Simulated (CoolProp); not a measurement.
Vapour-liquid equilibrium of n-butane (1) + cyclohexane (2) at 0.696 MPa; x and y are mole fractions of (1).

Model: multi-fluid Helmholtz-energy mixture model, Bücker 2006 and Zhou 2014; pair parameters Bell 2016, in CoolProp.

| x | bubble temperature, mixture model (K) | bubble temperature, Raoult's law (K) | y, mixture model | y, Raoult's law |
|---|---|---|---|---|
| 0.05 | … | 422.2 | 0.167 | 0.260 |
| 0.15 | 410.8 | 402.6 | 0.440 | 0.563 |
| 0.25 | 395.9 | 388.0 | 0.634 | 0.725 |
| 0.35 | 382.8 | 376.7 | 0.763 | 0.821 |
| 0.45 | … | 367.5 | 0.846 | 0.882 |
| 0.55 | … | 359.8 | 0.900 | 0.922 |
| 0.65 | 355.3 | 353.4 | 0.935 | 0.950 |
| 0.75 | 349.1 | 347.8 | 0.960 | 0.970 |
| 0.85 | 343.8 | 343.0 | 0.979 | 0.984 |
| 0.95 | … | 338.7 | … | 0.995 |

Some entries are withheld; supply them.


- 0.05, bubble temperature, mixture model (K): 426.9
- 0.45, bubble temperature, mixture model (K): 371.8
- 0.55, bubble temperature, mixture model (K): 362.8
- 0.95, bubble temperature, mixture model (K): 339.0
- 0.95, y, mixture model: 0.994

The largest gap from Raoult's law is +8.2 K in bubble temperature, at x = 0.15. No azeotrope shows between x = 0.05 and 0.95.

Pair parameters are fitted to limited data, so mixtures are less certain than the pure fluids.
